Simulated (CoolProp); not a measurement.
A single-stage vapour-compression cycle with propylene: evaporating at 241.15 K (dew point), condensing at 309.15 K (bubble point), superheat 0 K, subcooling 2 K, compressor efficiency 0.8, no pressure losses. Each further row changes one setting.

Values from CoolProp's reference Helmholtz-energy equation of state, Lemmon 2013.

```
case                              cooling COP  pressure ratio  discharge temperature (K)  refrigerating effect (kJ/kg)  volumetric capacity (kJ/m³)
--------------------------------  -----------  --------------  -------------------------  ----------------------------  ---------------------------
as stated                                2.03            7.68                      341.9                           258                         1120
evaporating temperature 246.15 K            …            6.34                      338.3                           263                         1370
condensing temperature 304.15 K          2.28               …                      335.5                           271                         1180
subcooling 7 K                              …            7.68                      341.9                           271                         1180
superheat 10 K                              …            7.68                      352.4                             …                         1130
compressor efficiency 0.7                   …            7.68                          …                           258                         1120
```

Problem. Fill in the missing entries.

Solution. 
- evaporating temperature 246.15 K, cooling COP: 2.29
- condensing temperature 304.15 K, pressure ratio: 6.83
- subcooling 7 K, cooling COP: 2.14
- superheat 10 K, cooling COP: 2.04
- superheat 10 K, refrigerating effect (kJ/kg): 272
- compressor efficiency 0.7, cooling COP: 1.77
- compressor efficiency 0.7, discharge temperature (K): 351.1
